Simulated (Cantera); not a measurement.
## Thermodynamics of calcination and drying, feed CsOH + H2 + O2

Input: 1 mol CsOH, 2.2 mol H2, 18 mol O2, at 0.133 bar.

Equilibrium computed with Cantera from the NASA thermochemical tables; the gas is ideal and each condensed phase is pure. Candidate condensed phases: Cs, CsOH, H2O; 15 gas species. The numbers say what is thermodynamically allowed, not how fast it happens.

| T (°C) | x O2 | x H2O | x CsOH | x OH | x O | x Cs |
|---|---|---|---|---|---|---|
| 700 | 0.843 | 0.110 | 0.0445 | 1.64e-7 | 1.70e-10 | 3.86e-9 |
| 800 | 0.841 | 0.110 | 0.0489 | 1.06e-6 | 3.13e-9 | 4.83e-8 |
| 900 | 0.841 | 0.109 | 0.0496 | 5.04e-6 | 3.51e-8 | 3.66e-7 |
| 1000 | 0.841 | 0.109 | 0.0497 | 1.87e-5 | 2.70e-7 | 1.99e-6 |
| 1100 | 0.841 | 0.109 | 0.0497 | 5.73e-5 | 1.55e-6 | 8.44e-6 |
| 1200 | 0.841 | 0.109 | 0.0497 | 0.000151 | 7.01e-6 | 2.93e-5 |
| 1300 | 0.841 | 0.109 | 0.0496 | 0.000351 | 2.62e-5 | 8.64e-5 |
| 1400 | 0.840 | 0.109 | 0.0495 | 0.000738 | 8.39e-5 | 0.000224 |
| 1500 | 0.840 | 0.109 | 0.0492 | 0.00143 | 0.000236 | 0.000517 |
| 1600 | 0.839 | 0.109 | 0.0485 | 0.00257 | 0.000593 | 0.00108 |
| 1700 | 0.837 | 0.108 | 0.0474 | 0.00435 | 0.00136 | 0.00209 |
| 1800 | 0.833 | 0.107 | 0.0455 | 0.00698 | 0.00287 | 0.00371 |
| 1900 | 0.828 | 0.106 | 0.0428 | 0.0107 | 0.00567 | 0.00610 |
| 2000 | 0.820 | 0.104 | 0.0391 | 0.0157 | 0.0105 | 0.00934 |
x: gas mole fraction; nothing condenses.

From 700 °C to 2000 °C nothing is condensed. The main Cs-bearing gas is CsOH throughout.
